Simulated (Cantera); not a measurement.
Input (Python, Cantera) and output of one run.

```python
import numpy as np
import cantera as ct

gas_names = """
    CL CLO CL2 Li LiCL LiN LiO LiON Li2 Li2CL2 Li2O Li2O2 Li3CL3 N NO NO2 NO3 N2 N2O O O2 O3
""".split()
cond_names = """
    Li(cr) Li(L) LiCL(s) LiCL(L) Li2O(s) Li2O(L) Li3N(s)
""".split()


def load(file, names, dense=False):
    # The tables refer to 1 bar. Condensed volumes are neglected.
    table = {s.name: s for s in ct.Species.list_from_file(file)}
    out = []
    for n in names:
        d = dict(table[n].input_data)
        d["thermo"] = dict(d["thermo"], **{"reference-pressure": 1e5})
        if dense:
            d["equation-of-state"] = {"model": "constant-volume", "density": "1e6 g/cm^3"}
        out.append(ct.Species.from_dict(d))
    return out


gas = ct.Solution(thermo="ideal-gas", species=load("nasa_gas.yaml", gas_names))
cond = {s.name: ct.Solution(thermo="fixed-stoichiometry", species=[s], name=s.name)
        for s in load("nasa_condensed.yaml", cond_names, dense=True)}
atoms = {
    'LiCl': {'Li': 1, 'CL': 1},
    'O2': {'O': 2},
    'N2': {'N': 2},
}
top_T = {'Li3N(s)': 1080}  # K; cautious upper limits of use, not melting points


def equilibrate(T, P, feed):
    n = {}
    for name, mol in feed.items():
        for a, k in atoms[name].items():
            n[a] = n.get(a, 0.0) + k * mol
    gas.TPX = T, P, n
    mass = sum(n.values()) * gas.mean_molecular_weight
    gas.equilibrate("TP")
    valid = [c for c in cond.values() if c.min_temp <= T <= top_T.get(c.name, c.max_temp)]
    mix = ct.Mixture([(gas, mass / gas.mean_molecular_weight)] + [(c, 0.0) for c in valid])
    mix.T, mix.P = T, P
    mix.equilibrate("TP", solver="vcs", rtol=1e-11, max_steps=5000)
    return mix


results = []
feed = {'LiCl': 1, 'O2': 0.6, 'N2': 0.46}  # mol
P = 10000  # Pa
for T in [1348, 1423, 1498, 1573, 1648, 1723, 1798, 1873, 1948, 2023, 2098]:
    mix = equilibrate(T, P, feed)
    results.append((T, P, feed, dict(zip(mix.species_names, mix.species_moles))))
    x = sorted(zip(gas.X, gas.species_names), reverse=True)
    print(f"T = {T:g} K  P = {P:g} Pa  gas = {mix.phase_moles(0):.4g} mol")
    print("   x: " + "  ".join(f"{s} {v:.3e}" for v, s in x if v > 0.001))
    print("   condensed (mol): " + ("  ".join(f"{mix.phase(i).name} {mix.phase_moles(i):.4g}"
          for i in range(1, mix.n_phases) if mix.phase_moles(i) > 1e-12) or "none"))
```

It prints:

```
T = 1348 K  P = 10000 Pa  gas = 1.832 mol
   x: O2 3.274e-01  LiCL 2.981e-01  N2 2.510e-01  Li2CL2 1.215e-01  Li3CL3 1.594e-03
   condensed (mol): Li2O(s) 4.058e-06
T = 1423 K  P = 10000 Pa  gas = 1.916 mol
   x: LiCL 3.721e-01  O2 3.129e-01  N2 2.398e-01  Li2CL2 7.417e-02
   condensed (mol): none
T = 1498 K  P = 10000 Pa  gas = 1.978 mol
   x: LiCL 4.227e-01  O2 3.029e-01  N2 2.322e-01  Li2CL2 4.125e-02
   condensed (mol): none
T = 1573 K  P = 10000 Pa  gas = 2.015 mol
   x: LiCL 4.519e-01  O2 2.971e-01  N2 2.277e-01  Li2CL2 2.207e-02  NO 1.100e-03
   condensed (mol): none
T = 1648 K  P = 10000 Pa  gas = 2.036 mol
   x: LiCL 4.674e-01  O2 2.939e-01  N2 2.252e-01  Li2CL2 1.186e-02  NO 1.496e-03
   condensed (mol): none
T = 1723 K  P = 10000 Pa  gas = 2.047 mol
   x: LiCL 4.753e-01  O2 2.921e-01  N2 2.237e-01  Li2CL2 6.552e-03  NO 1.987e-03
   condensed (mol): none
T = 1798 K  P = 10000 Pa  gas = 2.053 mol
   x: LiCL 4.795e-01  O2 2.909e-01  N2 2.228e-01  Li2CL2 3.757e-03  NO 2.583e-03
   condensed (mol): none
T = 1873 K  P = 10000 Pa  gas = 2.056 mol
   x: LiCL 4.815e-01  O2 2.899e-01  N2 2.221e-01  NO 3.290e-03  Li2CL2 2.240e-03
   condensed (mol): none
T = 1948 K  P = 10000 Pa  gas = 2.059 mol
   x: LiCL 4.825e-01  O2 2.889e-01  N2 2.214e-01  NO 4.112e-03  Li2CL2 1.385e-03
   condensed (mol): none
T = 2023 K  P = 10000 Pa  gas = 2.061 mol
   x: LiCL 4.827e-01  O2 2.878e-01  N2 2.207e-01  NO 5.052e-03  O 1.352e-03
   condensed (mol): none
T = 2098 K  P = 10000 Pa  gas = 2.063 mol
   x: LiCL 4.823e-01  O2 2.864e-01  N2 2.199e-01  NO 6.110e-03  O 2.320e-03  CL 1.256e-03
   condensed (mol): none
```

Method: chemical equilibrium by Gibbs-energy minimisation in Cantera with the NASA 1993 tables (ideal gas, pure condensed phases).
